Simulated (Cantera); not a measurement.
Input: 1 mol Al(CH₃)₃, 44 mol N₂, 100 mol H₂, held at 16.0 Pa.

These are equilibrium values from Cantera (NASA tables, ideal gas, pure condensed phases), not measurements of a reactor. Candidate condensed phases: Al, AlN, C, C₆H₆, C₇H₈, C₈H₁₈; 97 gas species. The feed counts by its element totals alone. The numbers say what is thermodynamically allowed, not how fast it happens. All values below are at 1875 K.

Base state: H₂ 0.661, N₂ 0.286, H 0.0421, Al 0.00652, HCN 0.00379, C₂H₂ (acetylene) 0.000209, HNC 0.000169, AlH 2.51e-5 (mole fractions); condensed: C(graphite).

Task: What changes in the equilibrium state with this change: pressure from 16.0 Pa to 133 Pa?

Result: 
```csv
species,before,after
H₂,0.661,0.684
N₂,0.286,0.290
H,0.0421,0.0148
Al,0.00652,0.00657
AlH,2.51e-5,7.43e-5
C₂H₂ (acetylene),0.000209,0.000217
"C(graphite), mol",2.33,2.32
```

Task: What changes in the equilibrium state with this change: Al(CH₃)₃ replaced by AlCl₃?

Result: 
| species | before | after |
|---|---|---|
| H₂ | 0.661 | 0.643 |
| N₂ | 0.286 | 0.295 |
| H | 0.0421 | 0.0416 |
| HCl | 0 | 0.0131 |
| AlCl | 0 | 0.00640 |
| HCN | 0.00379 | 0 |
| Cl | 0 | 0.000639 |
| C₂H₂ (acetylene) | 0.000209 | 0 |
| C(graphite), mol | 2.33 | 0 |
Further candidate phases: AlCl₃, NH₄Cl.
